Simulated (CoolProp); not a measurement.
A single-stage vapour-compression cycle with cyclopropane: evaporating at 316.15 K (dew point), condensing at 348.15 K (bubble point), superheat 8 K, subcooling 0 K, compressor efficiency 0.85, no pressure losses. Each further row changes one setting.

Computed with CoolProp (reference Helmholtz-energy equation of state, Polt 1992). This equation is an older, rougher fit; its heat capacities, sound speeds and derivatives of the liquid may be far off and weren't checked against measurements.

```
case                              cooling COP  pressure ratio  discharge temperature (K)  refrigerating effect (kJ/kg)  volumetric capacity (kJ/m³)
--------------------------------  -----------  --------------  -------------------------  ----------------------------  ---------------------------
as stated                                6.84            2.00                      365.4                           306                         6500
evaporating temperature 321.15 K         8.39            1.78                      363.8                           310                         7410
condensing temperature 343.15 K          8.37            1.81                      359.3                           320                         6790
subcooling 5 K                           7.16            2.00                      365.4                           320                         6800
superheat 18 K                           6.87            2.00                      374.8                           324                         6530
compressor efficiency 0.75               6.04            2.00                      368.1                           306                         6500
```
